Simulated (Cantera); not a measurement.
## Ammonia decomposition in nitride growth gas

A perfectly stirred reactor is fed with 58.8 % NH3, 41.2 % N2, at 1330 Pa; it is held at 1550 K, and followed from long to short residence time.

Model: the gas-phase N/H chemistry of the illustrative SiF4/NH3 mechanism in the Surface Chemkin manual (1991), integrated in Cantera. Walls and surfaces, which speed up NH3 decomposition in real reactors, are not modelled.

```tsv
τ (s)	x NH3	x NH2	x H2	x N2	x N2H2	x NH	x N2H4
16	0.544	0.000103	0.0417	0.414	1.13e-6	5.17e-7	7.75e-9
4.4	0.575	0.000111	0.0122	0.412	1.23e-6	4.16e-7	8.99e-9
1.3	0.585	0.000107	0.00319	0.412	1.09e-6	3.11e-7	8.40e-9
0.35	0.588	7.73e-5	0.000453	0.412	5.55e-7	1.73e-7	4.35e-9
0.10	0.588	2.84e-5	2.89e-5	0.412	7.21e-8	3.45e-8	5.90e-10
0.028	0.588	8.01e-6	4.31e-6	0.412	5.25e-9	3.34e-9	4.64e-11
0.0080	0.588	2.29e-6	1.15e-6	0.412	3.70e-10	2.56e-10	3.68e-12
0.0023	0.588	6.56e-7	3.27e-7	0.412	2.14e-11	1.59e-11	<1e-12
0.00064	0.588	1.81e-7	8.93e-8	0.412	<1e-12	<1e-12	<1e-12
0.00018	0.588	4.94e-8	2.36e-8	0.412	<1e-12	<1e-12	<1e-12
```
x: mole fraction; the columns are a selection and need not sum to one.
